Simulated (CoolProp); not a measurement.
c-C4F8 (RC318) along the isobar 0.112 MPa: fugacity coefficient from the reference equation and from simpler models built on Tc = 388.4 K, pc = 2.778 MPa, ω = 0.355; each cubic takes its own stable root.

The numbers come from the reference Helmholtz-energy equation of state, Platzer 1990 in CoolProp. This equation is an older, rougher fit.

| T (K) | phase | reference | van der Waals | Peng-Robinson |
|---|---|---|---|---|
| 282.5 | gas | 0.9617 | 0.9748 | 0.9599 |
| 288.8 | gas | 0.9644 | 0.9760 | 0.9624 |
| 295.2 | gas | 0.9668 | 0.9772 | 0.9647 |
| 301.5 | gas | 0.9691 | 0.9783 | 0.9668 |
| 307.9 | gas | 0.9711 | 0.9793 | 0.9688 |
| 314.2 | gas | 0.9730 | 0.9803 | 0.9706 |
| 320.6 | gas | 0.9747 | 0.9812 | 0.9723 |
| 326.9 | gas | 0.9763 | 0.9820 | 0.9739 |
| 333.3 | gas | 0.9778 | 0.9828 | 0.9753 |
| 339.6 | gas | 0.9791 | 0.9835 | 0.9767 |
